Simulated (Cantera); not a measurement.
Input: 1 mol CH4, 0.051 mol NH3, 0.88 mol N2, held at 7200000 Pa.

These are equilibrium values from Cantera (NASA tables, ideal gas, pure condensed phases), not measurements of a reactor. Candidate condensed phases: C, C6H6, C7H8, C8H18; 92 gas species. The ideal-gas law is rough above about 30 bar. Kinetics and transport are ignored. All values below are at 623 K.

Base state: CH4 0.508, N2 0.457, H2 0.0288, NH3 0.00674 (mole fractions); condensed: gas only.

### Question
What changes in the equilibrium state with this change: CH4 replaced by n-butane?

### Answer
```csv
species,before,after
CH4,0.508,0.724
N2,0.457,0.260
H2,0.0288,0.0140
C2H6,8.81e-6,3.66e-5
NH3,0.00674,0.00174
"C(graphite), mol",0,1.49
```
